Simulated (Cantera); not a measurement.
An adiabatic, constant-pressure homogeneous reactor starts with CH4 : CO : O2 : N2 = 1 : 0.077 : 2.15 : 8.07 (molar parts), equivalence ratio 0.95, at 1248 K and 1.01 bar. Integrator tolerance rtol = 1e-08.

Cantera simulation using GRI-Mech 3.0 (53 species, 325 reactions); the numbers are that mechanism's predictions, not measurements.

### Question
What does this change do: constant volume in place of constant pressure?

### Answer
```tsv
quantity	before	after
time of steepest temperature rise	23.5 ms	22.4 ms
temperature at 0.300 s	2625 K	2818 K
equilibrium temperature	2625 K	2818 K
x(CH4) at 0.300 s	<1e-12 (gas-phase equilibrium <1e-12)	<1e-12 (gas-phase equilibrium <1e-12)
x(CO) at 0.300 s	0.0299 (gas-phase equilibrium 0.0299)	0.0377 (gas-phase equilibrium 0.0377)
x(O2) at 0.300 s	0.0214 (gas-phase equilibrium 0.0214)	0.0235 (gas-phase equilibrium 0.0235)
x(H) at 0.300 s	0.00447 (gas-phase equilibrium 0.00447)	0.00680 (gas-phase equilibrium 0.00680)
x(N2O) at 0.300 s	4.46e-7 (gas-phase equilibrium 4.46e-7)	9.48e-7 (gas-phase equilibrium 9.48e-7)
x(CH2) at 0.300 s	<1e-12 (gas-phase equilibrium <1e-12)	<1e-12 (gas-phase equilibrium <1e-12)
x(H2O) at 0.300 s	0.152 (gas-phase equilibrium 0.152)	0.143 (gas-phase equilibrium 0.143)
```

### Question
What does this change do: pressure from 1.01 bar to 0.450 bar?

### Answer
```tsv
quantity	before	after
time of steepest temperature rise	23.5 ms	43.9 ms
temperature at 0.300 s	2625 K	2577 K
equilibrium temperature	2625 K	2577 K
x(CH4) at 0.300 s	<1e-12 (gas-phase equilibrium <1e-12)	<1e-12 (gas-phase equilibrium <1e-12)
x(CO) at 0.300 s	0.0299 (gas-phase equilibrium 0.0299)	0.0324 (gas-phase equilibrium 0.0324)
x(O2) at 0.300 s	0.0214 (gas-phase equilibrium 0.0214)	0.0231 (gas-phase equilibrium 0.0231)
x(H) at 0.300 s	0.00447 (gas-phase equilibrium 0.00447)	0.00585 (gas-phase equilibrium 0.00585)
x(N2O) at 0.300 s	4.46e-7 (gas-phase equilibrium 4.46e-7)	2.84e-7 (gas-phase equilibrium 2.84e-7)
x(CH2) at 0.300 s	<1e-12 (gas-phase equilibrium <1e-12)	<1e-12 (gas-phase equilibrium <1e-12)
x(H2O) at 0.300 s	0.152 (gas-phase equilibrium 0.152)	0.149 (gas-phase equilibrium 0.149)
```
